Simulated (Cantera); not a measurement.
Stirred combustor or abatement burner

A perfectly stirred reactor is fed with CH4 : CO : O2 : N2 = 1.5 : 1.1 : 3.7 : 13.9 (molar parts), at 14.0 bar; it is adiabatic with a 700 K inlet, and is followed from long to short residence time, starting on the burning branch (τ in s: 0.063, 0.022, 0.0077, 0.0027, 0.00094, 0.00033, 0.00012, 4e-05, 1.4e-05).

Cantera simulation using GRI-Mech 3.0 (53 species, 325 reactions); the numbers are that mechanism's predictions, not measurements. The pressure lies above the range GRI-Mech 3.0 was tuned for (to about 10 atm).

```tsv
τ (s)	T (K)	x CH4	x CO	x O2	x NO	x NO2	x C2H6	x HCO
0.063	2506	2.62e-7	0.0117	0.0110	0.00474	3.58e-6	<1e-12	1.01e-8
0.022	2506	7.40e-7	0.0118	0.0112	0.00435	3.33e-6	<1e-12	1.44e-8
0.0077	2506	2.06e-6	0.0120	0.0117	0.00356	2.80e-6	1.90e-12	2.70e-8
0.0027	2503	5.57e-6	0.0125	0.0125	0.00243	2.03e-6	1.38e-11	6.30e-8
0.00094	2491	1.47e-5	0.0140	0.0138	0.00139	1.29e-6	9.46e-11	1.67e-7
0.00033	2464	3.64e-5	0.0171	0.0159	0.000758	8.37e-7	5.73e-10	4.58e-7
0.00012	2415	8.31e-5	0.0222	0.0190	0.000430	5.84e-7	2.90e-9	1.23e-6
4.0e-5	2334	0.000204	0.0304	0.0240	0.000234	3.83e-7	1.64e-8	3.60e-6
1.4e-5	2219	0.000547	0.0424	0.0317	0.000117	2.19e-7	1.17e-7	1.01e-5
```
x: mole fraction; the columns are a selection and need not sum to one.
